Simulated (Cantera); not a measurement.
Mixture: H₂ : O₂ : N₂ = 1 : 0.568 : 2.14 (molar parts), equivalence ratio 0.88, at 4.93 atm, adiabatic and at constant volume. Ignition delay is the time to a rise of 400 K.

Computed with Cantera and GRI-Mech 3.0 (53 species, 325 reactions). The hydrogen kinetics of GRI-Mech 3.0 are dated; newer H2 mechanisms differ, most at raised pressure. Below about 950 K walls govern HO2 and H2O2 in real vessels.

Task: What does this change do: pressure from 4.93 atm to 1.00 atm?

Result: 
```
quantity           before     after
---------------  --------  --------
delay at 923 K    86.7 ms   73.6 ms
delay at 1023 K   5.75 ms  0.196 ms
delay at 1123 K  0.166 ms   71.5 µs
delay at 1223 K   11.7 µs   39.3 µs
delay at 1323 K   5.64 µs   25.5 µs
delay at 1423 K   3.54 µs   18.6 µs
delay at 1523 K   2.50 µs   14.9 µs
```
Where the delays flatten at high temperature, the 400 K rule measures the pace of heat release, not the induction time.

Task: What does this change do: pressure from 4.93 atm to 0.987 atm?

Result: 
```
quantity           before     after
---------------  --------  --------
delay at 923 K    86.7 ms   71.4 ms
delay at 1023 K   5.75 ms  0.196 ms
delay at 1123 K  0.166 ms   72.3 µs
delay at 1223 K   11.7 µs   39.8 µs
delay at 1323 K   5.64 µs   25.9 µs
delay at 1423 K   3.54 µs   18.9 µs
delay at 1523 K   2.50 µs   15.2 µs
```
Where the delays flatten at high temperature, the 400 K rule measures the pace of heat release, not the induction time.
